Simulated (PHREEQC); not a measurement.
A column of 0.5 m (30 cells, dispersivity 0.018 m, 720 s a shift, diffusion coefficient 3e-10 m²/s) holds 0.041 eq of the database's cation exchanger X per kg of pore water, first in equilibrium with 0.0015 mol/kgw MgSO4, 0.099 mol/kgw NaCl and 1e-05 mol/kgw HCl. It is flushed with 0.0081 mol/kgw Na2SO4, 0.0013 mol/kgw CdCl2, 0.033 mol/kgw MnCl2 and 1e-05 mol/kgw HCl, at 40 °C. Values are for the last cell. CO2 from the air is kept out. Precipitation was switched off in this run.

Base run: PHREEQC, ion-association model, phreeqc.dat. Each further column changes one thing. The table gives Mn in solution (mol/kgw).

```csv
pore volumes,base,exchange capacity from 0.041 to 0.021 eq/kgw,dispersivity from 0.018 to 0.036 m
0,0,0,0
0.3167,0,0,3.54e-14
0.7167,4.85e-9,1.14e-5,4.05e-6
1.017,5.71e-5,0.00498,0.00162
1.317,0.00858,0.0202,0.0116
1.717,0.0243,0.0301,0.0233
2.017,0.0292,0.0321,0.0280
2.317,0.0313,0.0327,0.0304
2.717,0.0324,0.0330,0.0319
3.017,0.0327,0.0330,0.0324
```

Constants without temperature data keep their 25 °C values here.
